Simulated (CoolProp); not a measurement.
Values from CoolProp's reference Helmholtz-energy equation of state, Fiedler 2023.

Question: For tetrahydrofuran, give the phase and the cp (kJ/(kg K)), cv (kJ/(kg K)), speed of sound (m/s) at 39.05 °C and 1.92 MPa; 60.55 °C and 0.0629 MPa.

Answer: 
- 39.05 °C and 1.92 MPa: liquid; cp 1.77, cv 1.24, speed of sound 1220
- 60.55 °C and 0.0629 MPa: gas; cp 1.22, cv 1.10, speed of sound 203
